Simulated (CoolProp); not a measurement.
A simple Rankine cycle with R11: condensing at 303.15 K, boiler at 3.62 MPa, turbine inlet 497.7 K, turbine efficiency 0.65, pump efficiency 0.7, no recuperator. Each further row changes one setting.

The numbers come from the reference Helmholtz-energy equation of state, Jacobsen 1992 in CoolProp.

| case | thermal efficiency (%) | net work (kJ/kg) | heat in (kJ/kg) | turbine exit temperature (K) | volume ratio over the turbine |
|---|---|---|---|---|---|
| as stated | 16.3 | 44.3 | 272 | 381.2 | 30.2 |
| condensing temperature 295.15 K | 17.2 | 47.9 | 279 | 375.0 | 39.5 |
| boiler pressure 2.53 MPa | 15.4 | 43.7 | 284 | 401.2 | 19.5 |
| turbine efficiency 0.55 | 13.6 | 36.9 | 272 | 392.6 | 31.2 |
